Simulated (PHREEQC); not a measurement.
PHREEQC input (ion-association model, phreeqc.dat):

```
SOLUTION_MASTER_SPECIES
  Amm  AmmH+  0  AmmH  17.031  # ammonia with no redox link, constants of NH4+
SOLUTION_SPECIES
  AmmH+ = AmmH+
    -log_k 0
    -gamma 2.5 0
    -dw 1.98e-9
  AmmH+ = Amm + H+
    -log_k -9.252
    -delta_h 12.48 kcal
    -analytic 0.6322 -0.001225 -2835.76
    -dw 2.28e-9
  AmmH+ + SO4-2 = AmmHSO4-
    -log_k 1.11
PHASES
  Amm(g)
    Amm = Amm
    -log_k 1.7966
    -analytic -18.758 3.3670e-4 2.5113e3 4.8619 39.192
    -T_c 405.6
    -P_c 111.3
    -Omega 0.25
EXCHANGE_SPECIES
  AmmH+ + X- = AmmHX
    -log_k 0.6
    -gamma 2.5 0
    -delta_h -2.4
SOLUTION 0
  temp 40
  units mmol/kgw
  pH 7 charge
  Cl 14.61
  Mg 7.3
  O(0) 1 O2(g) -0.68
SOLUTION 1-40
  temp 40
  units mmol/kgw
  pH 7 charge
  Cl 127.61
  Amm 5.6
  Ca 61
  O(0) 1 O2(g) -0.68
END
EXCHANGE 1-40
  X 0.017
  -equilibrate 1
END
SELECTED_OUTPUT 1
  -reset false
  -pH true
  -pe true
  -ionic_strength true
  -water true
  -step true
  -totals Amm Ca Cl Mg
  -molalities CaX2 AmmHX MgX2
PRINT
  -reset false
TRANSPORT
  -cells 40
  -shifts 198
  -lengths 0.005
  -time_step 60
  -dispersivities 0.016
  -boundary_conditions flux flux
  -correct_disp true
  -punch_cells 40
  -punch_frequency 6
END
```

Selected output (columns that matter, 17 of 34 rows; pore volumes added in front):

```
pore volumes	pH	mu	Amm	Ca	Cl	Mg	m_CaX2	m_MgX2
0	5.0709	0.18861	0.0056	0.061	0.12761	0	0.0082323	0
0.3125	5.0709	0.1884	0.0055952	0.060927	0.12747	3.7072e-06	0.0082321	3.1727e-07
0.6125	5.0705	0.16587	0.004987	0.053097	0.11225	0.00052889	0.0081934	5.1694e-05
0.9125	5.0687	0.10833	0.0032683	0.033209	0.073313	0.0018079	0.0080147	0.00027637
1.2125	5.0643	0.06249	0.0017687	0.017652	0.042253	0.0025854	0.0076399	0.00070876
1.5125	5.0591	0.038669	0.00089705	0.0096626	0.026082	0.0029249	0.0070488	0.0013515
1.8125	5.0556	0.028365	0.00045098	0.0060232	0.019064	0.0032781	0.0062764	0.0021637
2.1125	5.054	0.024296	0.00022645	0.0042295	0.016276	0.0037904	0.0054009	0.0030658
2.4125	5.0535	0.022769	0.00011285	0.0031591	0.01522	0.0043896	0.0045117	0.0039708
2.8625	5.0534	0.022089	3.8945e-05	0.0021055	0.014742	0.0052412	0.0032963	0.0051974
3.1625	5.0534	0.021972	1.896e-05	0.0016056	0.014657	0.0057086	0.0026129	0.005884
3.4625	5.0534	0.021931	9.1756e-06	0.0012178	0.014627	0.0060861	0.0020402	0.0064582
3.7625	5.0534	0.021917	4.4213e-06	0.00091791	0.014616	0.0063829	0.0015726	0.0069266
4.0625	5.0534	0.021912	2.1237e-06	0.00068759	0.014612	0.0066124	0.0011986	0.007301
4.3625	5.0534	0.021911	1.0177e-06	0.00051203	0.014611	0.0067878	0.00090455	0.0075953
4.6625	5.0534	0.02191	4.8683e-07	0.00037921	0.01461	0.0069207	0.00067676	0.0078232
4.9625	5.0534	0.02191	2.3257e-07	0.00027943	0.01461	0.0070205	0.00050255	0.0079974
```

Constants without temperature data keep their 25 °C values here.
